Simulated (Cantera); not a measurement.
**Moist CO burnout**

An isothermal, constant-pressure homogeneous reactor starts with CO : O2 : H2O : N2 = 0.007 : 0.038 : 0.00072 : 1 (molar parts), at 1000 K and 0.868 atm.

Detailed kinetics in Cantera: GRI-Mech 3.0 (53 species, 325 reactions).

```json
[
 {"t (s)": "2.00e-5", "x CO": "0.00669", "x O2": "0.0363", "x H2O": "0.000689", "x H": "<1e-12", "x H2": "<1e-12"},
 {"t (s)": "4.55e-5", "x CO": "0.00669", "x O2": "0.0363", "x H2O": "0.000689", "x H": "<1e-12", "x H2": "<1e-12"},
 {"t (s)": "0.000104", "x CO": "0.00669", "x O2": "0.0363", "x H2O": "0.000689", "x H": "<1e-12", "x H2": "<1e-12"},
 {"t (s)": "0.000236", "x CO": "0.00669", "x O2": "0.0363", "x H2O": "0.000689", "x H": "<1e-12", "x H2": "<1e-12"},
 {"t (s)": "0.000537", "x CO": "0.00669", "x O2": "0.0363", "x H2O": "0.000689", "x H": "<1e-12", "x H2": "<1e-12"},
 {"t (s)": "0.00122", "x CO": "0.00669", "x O2": "0.0363", "x H2O": "0.000689", "x H": "<1e-12", "x H2": "<1e-12"},
 {"t (s)": "0.00278", "x CO": "0.00669", "x O2": "0.0363", "x H2O": "0.000689", "x H": "1.28e-12", "x H2": "<1e-12"},
 {"t (s)": "0.00632", "x CO": "0.00669", "x O2": "0.0363", "x H2O": "0.000689", "x H": "3.08e-12", "x H2": "<1e-12"},
 {"t (s)": "0.0144", "x CO": "0.00669", "x O2": "0.0363", "x H2O": "0.000689", "x H": "7.62e-12", "x H2": "1.10e-12"},
 {"t (s)": "0.0328", "x CO": "0.00669", "x O2": "0.0363", "x H2O": "0.000689", "x H": "2.23e-11", "x H2": "6.78e-12"},
 {"t (s)": "0.0746", "x CO": "0.00669", "x O2": "0.0363", "x H2O": "0.000689", "x H": "1.07e-10", "x H2": "6.37e-11"},
 {"t (s)": "0.170", "x CO": "0.00669", "x O2": "0.0363", "x H2O": "0.000688", "x H": "2.35e-9", "x H2": "4.82e-9"},
 {"t (s)": "0.386", "x CO": "0.00651", "x O2": "0.0362", "x H2O": "0.000687", "x H": "2.59e-8", "x H2": "1.04e-6"},
 {"t (s)": "0.879", "x CO": "0.00587", "x O2": "0.0359", "x H2O": "0.000685", "x H": "2.86e-8", "x H2": "2.62e-6"},
 {"t (s)": "2.00", "x CO": "0.00454", "x O2": "0.0353", "x H2O": "0.000686", "x H": "2.41e-8", "x H2": "2.50e-6"}
]
```
x: mole fraction; the columns are a selection and need not sum to one.

Equilibrium at this temperature and pressure: CO 2.41e-12, O2 0.0331, H2O 0.000691, H <1e-12, H2 <1e-12 (gas phase only).
